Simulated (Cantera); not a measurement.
A closed system holds: 1 mol c-C4F8, 0.1 mol H2, held at 5.10 Pa.

Equilibrium computed with Cantera from the NASA thermochemical tables; the gas is ideal and each condensed phase is pure. Candidate condensed phases: C, C6H6, C7H8, C8H18; 95 gas species. The feed counts by its element totals alone. The numbers say what is thermodynamically allowed, not how fast it happens.

Q: At 2327 °C, list the 4 most abundant gas species with their mole fractions, and the condensed phases.

A: F 0.876, C3 0.0434, CF 0.0384, HF 0.0216. Condensed: C(graphite).
